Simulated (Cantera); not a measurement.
Charge: 1 mol Si3N4, 30 mol Cl2, 1.4 mol H2, held at 3.00 Pa.

Equilibrium computed with Cantera from the NASA thermochemical tables; the gas is ideal and each condensed phase is pure. Candidate condensed phases: NH4Cl, Si, Si3N4; 28 gas species. The tables' values for SiCl, SiCl3 are old estimates; treat these amounts as uncertain. Equilibrium is a limit: real reactors are often held back by kinetics, nucleation or transport. All values below are at 1973 K.

Base state: Cl 0.868, SiCl2 0.0485, HCl 0.0447, N2 0.0337, H 0.00234, Si 0.000928, SiCl 0.000813, SiCl3 0.000317 (mole fractions); condensed: gas only.

Problem. What changes in the equilibrium state with this change: H2 from 1.4 to 2.5 mol?

Solution. 
```json
[
 {"species": "Cl", "before": "0.868", "after": "0.832"},
 {"species": "HCl", "before": "0.0447", "after": "0.0792"},
 {"species": "SiCl2", "before": "0.0485", "after": "0.0483"},
 {"species": "H", "before": "0.00234", "after": "0.00432"},
 {"species": "N2", "before": "0.0337", "after": "0.0337"},
 {"species": "H2", "before": "8.99e-5", "after": "0.000307"},
 {"species": "Cl2", "before": "5.12e-5", "after": "4.70e-5"},
 {"species": "Si", "before": "0.000928", "after": "0.00101"},
 {"species": "SiCl3", "before": "0.000317", "after": "0.000303"}
]
```
